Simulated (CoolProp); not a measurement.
A single-stage vapour-compression cycle with R124: evaporating at 233.15 K (dew point), condensing at 256.15 K (bubble point), superheat 0 K, subcooling 0 K, compressor efficiency 0.75, no pressure losses. Each further row changes one setting.

Computed with CoolProp (reference Helmholtz-energy equation of state, de Vries 1995).

```json
[
 {"case": "as stated", "cooling COP": "___", "pressure ratio": "3.09", "discharge temperature (K)": "268.1", "refrigerating effect (kJ/kg)": "155", "volumetric capacity (kJ/m³)": "292"},
 {"case": "evaporating temperature 238.15 K", "cooling COP": "9.32", "pressure ratio": "2.37", "discharge temperature (K)": "___", "refrigerating effect (kJ/kg)": "158", "volumetric capacity (kJ/m³)": "382"},
 {"case": "condensing temperature 251.15 K", "cooling COP": "___", "pressure ratio": "___", "discharge temperature (K)": "___", "refrigerating effect (kJ/kg)": "160", "volumetric capacity (kJ/m³)": "302"},
 {"case": "subcooling 5 K", "cooling COP": "7.25", "pressure ratio": "3.09", "discharge temperature (K)": "268.1", "refrigerating effect (kJ/kg)": "160", "volumetric capacity (kJ/m³)": "302"},
 {"case": "superheat 10 K", "cooling COP": "6.99", "pressure ratio": "3.09", "discharge temperature (K)": "278.7", "refrigerating effect (kJ/kg)": "___", "volumetric capacity (kJ/m³)": "291"},
 {"case": "compressor efficiency 0.65", "cooling COP": "___", "pressure ratio": "3.09", "discharge temperature (K)": "272.9", "refrigerating effect (kJ/kg)": "155", "volumetric capacity (kJ/m³)": "292"}
]
```

Task: Complete the blanks.

Result: 
- as stated, cooling COP: 7.01
- evaporating temperature 238.15 K, discharge temperature (K): 265.1
- condensing temperature 251.15 K, cooling COP: 9.14
- condensing temperature 251.15 K, pressure ratio: 2.47
- condensing temperature 251.15 K, discharge temperature (K): 261.1
- superheat 10 K, refrigerating effect (kJ/kg): 161
- compressor efficiency 0.65, cooling COP: 6.08
